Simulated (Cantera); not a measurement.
Input (Python, Cantera):

```python
import numpy as np
import cantera as ct

gas = ct.Solution("gri30.yaml")
gas.TPX = 1075, 500000, {'CH3OH': 1, 'O2': 1.25, 'N2': 4.7}
reactor = ct.IdealGasConstPressureReactor(gas, energy="on", clone=False)
net = ct.ReactorNet([reactor])
net.rtol, net.atol = 1e-08, 1e-16
show = ['CH3OH', 'O2', 'HO2', 'NO', 'H2', 'H', 'C2H']
times = np.geomspace(6e-06, 6, 15)

steps = ct.SolutionArray(gas, extra=["t"])
rows = []
print(f"{'t/s':>10s}{'T/K':>9s}{'P/Pa':>11s}" + "".join(f"{s:>11s}" for s in show))
for t in times:
    while net.time < t:
        t_next = net.step()
        steps.append(gas.state, t=t_next)
    rows.append([np.interp(t, steps.t, y) for y in (steps.T, steps.P, *steps(*show).X.T)])
    print(f"{t:10.3e}{rows[-1][0]:9.1f}{rows[-1][1]:11.4g}" + "".join(f"{x:11.3e}" for x in rows[-1][2:]))
rate = np.gradient(steps.T, steps.t)
print("integrator steps:", len(steps.t))
if steps.T.max() > steps.T[0] + 200:
    print(f"time of steepest temperature rise: {steps.t[rate.argmax()]:.4e} s")
gas.TPX = 1075, 500000, {'CH3OH': 1, 'O2': 1.25, 'N2': 4.7}
gas.equilibrate("HP")
print(f"equilibrium (HP): T = {gas.T:.1f} K  " + "  ".join(f"{s} {gas[s].X[0]:.3e}" for s in show))
```

Output:

```
       t/s      T/K       P/Pa      CH3OH         O2        HO2         NO         H2          H        C2H
 6.000e-06   1075.0      5e+05  1.439e-01  1.799e-01  2.323e-09  1.546e-23  1.361e-09  5.832e-12  2.367e-34
 1.610e-05   1075.0      5e+05  1.439e-01  1.799e-01  6.857e-09  4.437e-23  3.799e-09  6.041e-12  6.406e-34
 4.318e-05   1075.0      5e+05  1.439e-01  1.799e-01  1.993e-08  1.236e-22  1.052e-08  6.151e-12  1.726e-33
 1.158e-04   1075.0      5e+05  1.439e-01  1.799e-01  5.553e-08  3.371e-22  2.871e-08  6.196e-12  4.638e-33
 3.108e-04   1075.0      5e+05  1.439e-01  1.799e-01  1.510e-07  9.150e-22  7.814e-08  6.311e-12  1.253e-32
 8.337e-04   1075.0      5e+05  1.439e-01  1.799e-01  4.043e-07  2.535e-21  2.160e-07  6.720e-12  3.572e-32
 2.237e-03   1075.0      5e+05  1.439e-01  1.799e-01  1.052e-06  8.308e-21  6.518e-07  8.871e-12  1.540e-31
 6.000e-03   1075.0      5e+05  1.439e-01  1.798e-01  2.701e-06  6.985e-20  2.895e-06  2.253e-11  1.697e-30
 1.610e-02   1075.3      5e+05  1.437e-01  1.798e-01  1.218e-05  3.200e-18  4.481e-05  3.212e-10  9.789e-29
 4.318e-02   2642.2      5e+05  8.705e-15  2.535e-03  1.669e-06  2.809e-03  2.333e-02  3.128e-03  1.083e-18
 1.158e-01   2642.2      5e+05  8.705e-15  2.535e-03  1.669e-06  2.809e-03  2.333e-02  3.128e-03  1.083e-18
 3.108e-01   2642.2      5e+05  8.705e-15  2.535e-03  1.669e-06  2.809e-03  2.333e-02  3.128e-03  1.083e-18
 8.337e-01   2642.2      5e+05  8.705e-15  2.535e-03  1.669e-06  2.809e-03  2.333e-02  3.128e-03  1.083e-18
 2.237e+00   2642.2      5e+05  8.705e-15  2.535e-03  1.669e-06  2.809e-03  2.333e-02  3.128e-03  1.083e-18
 6.000e+00   2642.2      5e+05  8.705e-15  2.535e-03  1.669e-06  2.809e-03  2.333e-02  3.128e-03  1.083e-18
integrator steps: 2424
time of steepest temperature rise: 2.4969e-02 s
equilibrium (HP): T = 2642.2 K  CH3OH 9.007e-15  O2 2.535e-03  HO2 1.669e-06  NO 2.809e-03  H2 2.333e-02  H 3.128e-03  C2H 1.170e-18
```

Cantera simulation using GRI-Mech 3.0 (53 species, 325 reactions); the numbers are that mechanism's predictions, not measurements. GRI-Mech 3.0 was tuned for natural gas; its chemistry of methanol as a main component is partial and can be far from experiment.
